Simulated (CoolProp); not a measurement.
Computed with CoolProp (reference Helmholtz-energy equation of state, Wu 2012).

For fluoroethane (R161), give the phase and the Z, cp (kJ/(kg K)), expansivity (1/kK) at 214.3 K and 45.1 bar.


- 214.3 K and 45.1 bar: liquid; Z 0.143, cp 1.91, expansivity 1.53
